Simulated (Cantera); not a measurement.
Diamond growth

A diamond (100) surface in a fixed gas of H2 with x(CH4) = 0.023, x(CH3) = 0.00027, at 1350 K, 113 Torr; coverages are run to steady state.

Cantera simulation using the Harris–Goodwin 1993 mechanism for the reconstructed diamond (100) surface; the numbers are that mechanism's predictions, not measurements.

| x(H) | growth (µm/h) | θ c6HH | θ c6H* | θ c6*H | θ c6** | θ c6HM |
|---|---|---|---|---|---|---|
| 0.0001 | 0.211 | 0.684 | 0.0286 | 0.282 | 0.00358 | 0.000255 |
| 0.00023 | 0.901 | 0.556 | 0.0397 | 0.392 | 0.00976 | 0.000377 |
| 0.00055 | 2.65 | 0.456 | 0.0478 | 0.471 | 0.0210 | 0.000509 |
| 0.0013 | 5.37 | 0.399 | 0.0519 | 0.511 | 0.0342 | 0.000623 |
| 0.003 | 8.71 | 0.371 | 0.0536 | 0.528 | 0.0448 | 0.000690 |
| 0.007 | 13.3 | 0.358 | 0.0544 | 0.534 | 0.0515 | 0.000693 |
| 0.016 | 20.4 | 0.352 | 0.0550 | 0.537 | 0.0550 | 0.000626 |
| 0.038 | 31.3 | 0.349 | 0.0557 | 0.537 | 0.0569 | 0.000486 |
| 0.089 | 43.6 | 0.348 | 0.0573 | 0.536 | 0.0581 | 0.000317 |
θ: site fractions in the mechanism's names (c6HH fully hydrogenated, c6H* and c6*H radical sites, c6** diradical, c6HM methylated).
